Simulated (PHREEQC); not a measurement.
A PHREEQC input (ion-association model, phreeqc.dat):

```
SOLUTION 1
  temp 25
  units mg/L
  pH 6.31
  pe 9.9
  Na 64.1
  K 10
  Ca 268
  Mg 26.7
  Cl 422
  S(6) 235 as SO4
  Alkalinity 142 as HCO3
  Pb 13.2
END
USE solution 6
EQUILIBRIUM_PHASES 1
  Gypsum 0 0
  CO2(g) -2 10
END
```

It stops with these messages:

```
ERROR: Solution 6 not found.
```

The fault: USE names a solution that was never defined. The line should read `USE solution 1` where the input has `USE solution 6`. With the mend the run ends at pH 7.08 and ionic strength 0.0261 mol/kgw.
